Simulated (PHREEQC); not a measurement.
PHREEQC input (ion-association model, phreeqc.dat):

```
SOLUTION 0
  temp 40
  units mmol/kgw
  pH 7 charge
  Cl 0.97
  Cu(2) 0.48
  O(0) 1 O2(g) -0.68
SOLUTION 1-30
  temp 40
  units mmol/kgw
  pH 7 charge
  Cl 8.81
  Na 8.8
  S(6) 70
  Zn 70
  O(0) 1 O2(g) -0.68
END
EXCHANGE 1-30
  X 0.00039
  -equilibrate 1
END
SELECTED_OUTPUT 1
  -reset false
  -pH true
  -pe true
  -ionic_strength true
  -water true
  -step true
  -totals Cl Cu Na S Zn Cu(1) Cu(2) S(-2) S(6)
  -molalities CuX2 ZnX2 NaX
  -saturation_indices Halite Zn(OH)2(e)
PRINT
  -reset false
TRANSPORT
  -cells 30
  -shifts 90
  -lengths 0.0333333
  -time_step 3600
  -dispersivities 0.05
  -boundary_conditions flux flux
  -correct_disp true
  -punch_cells 30
  -punch_frequency 3
END
```

Selected output (columns that matter, 20 of 31 rows; pore volumes added in front):

```
pore volumes	pH	mu	Cl	Cu	Na	S	Zn	m_CuX2	si_Halite	si_Zn(OH)2(e)
0	5.2087	0.15343	0.00881	0	0.0088	0.07	0.07	0	-5.9972	-3.0248
0.2167	5.2087	0.15343	0.00881	1.9521e-12	0.0088	0.07	0.07	3.7878e-15	-5.9972	-3.0248
0.3167	5.2087	0.15342	0.0088095	2.7375e-08	0.0087995	0.069996	0.069996	5.312e-11	-5.9973	-3.0248
0.5167	5.2086	0.15035	0.0086352	1.0325e-05	0.0086044	0.068439	0.068439	2.0473e-08	-6.0136	-3.0307
0.6167	5.2082	0.14247	0.0081891	3.6875e-05	0.0081049	0.064457	0.064457	7.7435e-08	-6.0572	-3.0465
0.8167	5.2041	0.11009	0.006372	0.00014462	0.0060685	0.048232	0.048234	4.01e-07	-6.2662	-3.1281
0.9167	5.1983	0.090148	0.005271	0.00020869	0.0048338	0.038401	0.038406	7.2008e-07	-6.4282	-3.1978
1.1167	5.1748	0.054462	0.0033637	0.00031326	0.0026936	0.021372	0.021389	1.8971e-06	-6.8324	-3.3964
1.3167	5.1361	0.029979	0.0021436	0.00036611	0.0013231	0.010479	0.010518	4.3807e-06	-7.2909	-3.6651
1.4167	5.1137	0.021758	0.0017644	0.000375	0.00089665	0.0070925	0.0071463	6.4842e-06	-7.5233	-3.8192
1.6167	5.0697	0.011214	0.0013164	0.00037025	0.00039235	0.0030931	0.0031799	1.3659e-05	-7.9727	-4.1497
1.7167	5.0505	0.008051	0.0011944	0.00036191	0.00025474	0.0020038	0.0021067	1.9401e-05	-8.1876	-4.3194
1.9167	5.0211	0.0043254	0.0010615	0.000345	0.00010452	0.0008172	0.0009457	3.6772e-05	-8.6028	-4.651
2.1167	5.0027	0.0026331	0.0010063	0.0003396	4.1758e-05	0.00032376	0.00046141	6.1984e-05	-9.0102	-4.9519
2.2167	4.9966	0.0021957	0.00099264	0.00034354	2.62e-05	0.0002021	0.00033678	7.643e-05	-9.2141	-5.086
2.4167	4.988	0.001738	0.00097871	0.00036277	1.0196e-05	7.7746e-05	0.00019424	0.00010545	-9.6249	-5.3248
2.5167	4.985	0.0016265	0.00097537	0.00037576	6.3299e-06	4.7967e-05	0.00015173	0.00011885	-9.8321	-5.4337
2.7167	4.9803	0.0015139	0.00097203	0.00040275	2.4203e-06	1.8107e-05	9.5165e-05	0.0001418	-10.25	-5.6408
2.8167	4.9785	0.0014873	0.00097124	0.00041517	1.4915e-06	1.1086e-05	7.5795e-05	0.00015117	-10.46	-5.7421
3.0167	4.9758	0.0014608	0.00097046	0.00043602	5.633e-07	4.133e-06	4.8061e-05	0.00016595	-10.883	-5.9442
```

Complexes and solids missing from the database can't appear. At this temperature some constants are extrapolated from 25 °C, and those without enthalpy data are left unchanged.
